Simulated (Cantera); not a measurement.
A Cantera script and what it prints.

```python
import numpy as np
import cantera as ct

gas_names = """
    CL CL2 H HCL H2 N NH NH2 NH3 N2 N2H2 N2H4 Si SiCL SiCL2 SiCL3 SiCL4 SiH SiHCL3 SiH2 SiH2CL2 SiH3
    SiH3CL SiH4 SiN Si2 Si2N Si3
""".split()
cond_names = """
    NH4CL(a) NH4CL(b) Si(cr) Si(L) Si3N4(a)
""".split()


# ... load() reads the species with a 1 bar reference pressure and builds the phases ...
atoms = {
    'SiCl4': {'Si': 1, 'CL': 4},
    'NH3': {'N': 1, 'H': 3},
}
top_T = {'Si3N4(a)': 2400}  # K; cautious upper limits of use, not melting points


# ... equilibrate(T, P, feed) seeds the gas with the atoms and calls Mixture.equilibrate('TP', solver="vcs", rtol=1e-11, max_steps=5000) ...
results = []
T = 898.15  # K
P = 18  # Pa
for m in [0.12, 0.28, 0.66, 1.5, 3.5, 8.2, 19, 44]:
    feed = {'SiCl4': 1, 'NH3': m}  # mol
    mix = equilibrate(T, P, feed)
    results.append((T, P, feed, dict(zip(mix.species_names, mix.species_moles))))
    x = sorted(zip(gas.X, gas.species_names), reverse=True)
    print(f"T = {T:g} K  P = {P:g} Pa  n(NH3) = {m:g} mol  gas = {mix.phase_moles(0):.4g} mol")
    print("   x: " + "  ".join(f"{s} {v:.3e}" for v, s in x if v > 1e-05))
    print("   condensed (mol): " + ("  ".join(f"{mix.phase(i).name} {mix.phase_moles(i):.4g}"
          for i in range(1, mix.n_phases) if mix.phase_moles(i) > 1e-12) or "none"))
```

Output:

```
T = 898.15 K  P = 18 Pa  n(NH3) = 0.12 mol  gas = 1.263 mol
   x: SiCL4 7.386e-01  HCL 2.113e-01  H2 3.675e-02  N2 1.247e-02  SiCL3 5.623e-04  SiHCL3 3.581e-04  SiCL2 2.069e-05
   condensed (mol): Si3N4(a) 0.02213
T = 898.15 K  P = 18 Pa  n(NH3) = 0.28 mol  gas = 1.607 mol
   x: SiCL4 5.350e-01  HCL 3.472e-01  H2 8.761e-02  N2 2.940e-02  SiCL3 3.827e-04  SiHCL3 3.763e-04  SiCL2 1.323e-05
   condensed (mol): Si3N4(a) 0.04638
T = 898.15 K  P = 18 Pa  n(NH3) = 0.66 mol  gas = 2.415 mol
   x: HCL 4.721e-01  SiCL4 2.956e-01  H2 1.737e-01  N2 5.804e-02  SiHCL3 3.032e-04  SiCL3 2.190e-04
   condensed (mol): Si3N4(a) 0.09491
T = 898.15 K  P = 18 Pa  n(NH3) = 1.5 mol  gas = 4.178 mol
   x: HCL 5.115e-01  H2 2.827e-01  SiCL4 1.113e-01  N2 9.430e-02  SiHCL3 1.714e-04  SiCL3 9.705e-05
   condensed (mol): Si3N4(a) 0.178
T = 898.15 K  P = 18 Pa  n(NH3) = 3.5 mol  gas = 8.288 mol
   x: H2 4.252e-01  HCL 4.165e-01  N2 1.417e-01  SiCL4 1.648e-02  SiHCL3 4.690e-05  SiCL3 2.165e-05
   condensed (mol): Si3N4(a) 0.2876
T = 898.15 K  P = 18 Pa  n(NH3) = 8.2 mol  gas = 17.73 mol
   x: H2 5.821e-01  HCL 2.232e-01  N2 1.940e-01  SiCL4 5.885e-04
   condensed (mol): Si3N4(a) 0.3298
T = 898.15 K  P = 18 Pa  n(NH3) = 19 mol  gas = 39.33 mol
   x: H2 6.738e-01  N2 2.246e-01  HCL 1.016e-01  SiCL4 1.712e-05
   condensed (mol): Si3N4(a) 0.3331
T = 898.15 K  P = 18 Pa  n(NH3) = 44 mol  gas = 89.33 mol
   x: H2 7.164e-01  N2 2.388e-01  HCL 4.477e-02
   condensed (mol): Si3N4(a) 0.3333
```

Method: chemical equilibrium by Gibbs-energy minimisation in Cantera with the NASA 1993 tables (ideal gas, pure condensed phases). The tables' values for SiCl3 are old estimates; treat these amounts as uncertain.
